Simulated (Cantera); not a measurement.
A freely propagating, adiabatic, planar premixed flame of H2 : O2 : N2 = 1 : 0.595 : 2.24 (molar parts), equivalence ratio 0.84, unburnt at 550 K and 5.00 bar; mixture-averaged transport, grid criteria slope 0.08 and curve 0.16, no radiation.

Detailed kinetics in Cantera: the H2/O2 subset of GRI-Mech 3.0, which has no nitrogen chemistry. The hydrogen kinetics of GRI-Mech 3.0 are dated; newer H2 mechanisms differ, most at raised pressure. Burning velocities carry a grid error of a few per cent, more on coarse grids.

**Question.** What does this change do: H2 1 to 1.3 parts?

**Answer.** 
| quantity | before | after |
|---|---|---|
| laminar burning velocity | 449 cm/s | 651 cm/s |
| thermal thickness | 0.0563 mm | 0.0568 mm |
| peak x(H2O2) | 9.46e-5 | 8.18e-5 |
| peak x(OH) | 0.0159 | 0.0171 |
| peak x(O) | 0.00825 | 0.00795 |
